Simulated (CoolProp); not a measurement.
Computed with CoolProp (reference Helmholtz-energy equation of state, Lemmon 2006). It is a short technical equation, of lower accuracy than the large ones.

**Question.** For nitrous oxide, give the phase and the cp (kJ/(kg K)) at 307.9 K and 9.57 bar; 404 K and 9.57 bar; 468 K and 9.57 bar.

**Answer.** 
- 307.9 K and 9.57 bar: gas; cp 0.948
- 404 K and 9.57 bar: gas; cp 0.997
- 468 K and 9.57 bar: gas; cp 1.04
